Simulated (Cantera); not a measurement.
An isothermal, constant-pressure homogeneous reactor starts with 0.285 % CO, 3.56 % O₂, 0.0694 % H₂O, 96.1 % N₂, equivalence ratio 0.040, at 1423 K and 18000 Pa.

Computed with Cantera and GRI-Mech 3.0 (53 species, 325 reactions).

x: mole fraction; the columns are a selection and need not sum to one.

```tsv
t (s)	x CO	x O₂	x H₂O	x N₂O	x H₂O₂
2.00e-5	0.00285	0.0356	0.000694	<1e-12	<1e-12
9.35e-5	0.00285	0.0356	0.000694	<1e-12	<1e-12
0.000437	0.00285	0.0356	0.000694	<1e-12	<1e-12
0.00205	0.00285	0.0356	0.000694	1.99e-12	<1e-12
0.00956	0.00285	0.0356	0.000694	8.76e-11	<1e-12
0.0447	0.000952	0.0341	0.000581	?	4.72e-9
0.209	1.74e-5	0.0342	0.000672	?	9.45e-10
0.978	8.40e-7	0.0342	0.000690	?	7.13e-11
4.57	9.31e-8	0.0342	0.000693	?	1.11e-11
21.4	5.30e-8	0.0342	0.000693	1.08e-8	7.07e-12
100	5.29e-8	0.0342	0.000693	1.08e-8	7.07e-12
```

Question: Complete the blanks.

Answer: 
- 0.0447, x N₂O: 2.53e-7
- 0.209, x N₂O: 3.60e-7
- 0.978, x N₂O: 1.79e-7
- 4.57, x N₂O: 1.91e-8
